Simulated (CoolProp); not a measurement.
Dodecamethylcyclohexasiloxane (D6) at several states: Z from the reference equation and from simpler models built on Tc = 645.8 K, pc = 961.4 kPa, ω = 0.736; each cubic takes its own stable root.

Values from CoolProp's reference Helmholtz-energy equation of state, Colonna 2008. It is a short technical equation, of lower accuracy than the large ones.

```
T (K)  p (kPa)   phase  reference  Redlich-Kwong  Peng-Robinson
-----  -------  ------  ---------  -------------  -------------
512.7     19.7     gas     0.9818         0.9865         0.9822
411.3      101  liquid        [?]            [?]        0.01520
609.1     2150  liquid     0.3214         0.3620         0.3072
517        341  liquid    0.04977            [?]        0.04735
443.6      214  liquid    0.03210        0.03850        0.03090
561.3      849  liquid     0.1252            [?]         0.1196
```

### Question
Complete the blanks.

### Answer

- 411.3, reference: 0.01561
- 411.3, Redlich-Kwong: 0.01873
- 517, Redlich-Kwong: 0.06053
- 561.3, Redlich-Kwong: 0.1513
